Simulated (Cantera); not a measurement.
Input (Python, Cantera) and output of one run.

```python
import numpy as np
import cantera as ct

gas_names = """
    B BH BH2 BH3 BN BO BO2 B2 B2O B2O2 B2O3 B3O3H3 H HBO HBO2 HNO HNO2 HNO3 HO2 H2 H2O H2O2 H3B3O6 N NH
    NH2 NH3 NH2OH NO NO2 NO3 N2 N2H2 N2H4 N2O O OH O2 O3
""".split()
cond_names = """
    B(b) B(L) BN(s) B2O3(L) B3O3H3(cr) H2O(s) H2O(L)
""".split()


# ... load() reads the species with a 1 bar reference pressure and builds the phases ...
atoms = {
    'B': {'B': 1},
    'H2O': {'H': 2, 'O': 1},
    'N2': {'N': 2},
}
top_T = {'BN(s)': 3200}  # K; cautious upper limits of use, not melting points


# ... equilibrate(T, P, feed) seeds the gas with the atoms and calls Mixture.equilibrate('TP', solver="vcs", rtol=1e-11, max_steps=5000) ...
results = []
feed = {'B': 1, 'H2O': 5.5, 'N2': 5.4}  # mol
T = 1723  # K
P = 170  # Pa
mix = equilibrate(T, P, feed)
results.append((T, P, feed, dict(zip(mix.species_names, mix.species_moles))))
print(gas.report(threshold=0.0001))
for i in range(1, mix.n_phases):
    print(f"{mix.phase(i).name:16s} {mix.phase_moles(i):12.5e} mol")
```

It prints:

```
       temperature   1723 K
          pressure   170 Pa
           density   0.0002716 kg/m^3
  mean mol. weight   22.888 kg/kmol
   phase of matter   gas

                          1 kg             1 kmol
                     ---------------   ---------------
          enthalpy       -3.0175e+06       -6.9064e+07  J
   internal energy       -3.6435e+06        -8.339e+07  J
           entropy             13684         3.132e+05  J/K
    Gibbs function       -2.6596e+07       -6.0871e+08  J
 heat capacity c_p            1873.4             42879  J/K
 heat capacity c_v            1510.2             34564  J/K

                      mass frac. Y      mole frac. X     chem. pot. / RT
                     ---------------   ---------------   ---------------
              B2O3         0.0044502         0.0014631           -114.66
                 H         7.043e-05         0.0015992           -13.714
              HBO2           0.16188          0.084559           -82.965
                H2          0.011515           0.13073           -27.428
               H2O           0.24247           0.30805           -51.271
                N2           0.57922           0.47323           -33.574
                OH        0.00015349        0.00020656           -37.557
     [  +32 minor]        0.00024158        0.00016189

B(b)              0.00000e+00 mol
BN(s)             0.00000e+00 mol
B2O3(L)           0.00000e+00 mol
B3O3H3(cr)        0.00000e+00 mol
```

These are equilibrium values from Cantera (NASA tables, ideal gas, pure condensed phases), not measurements of a reactor.
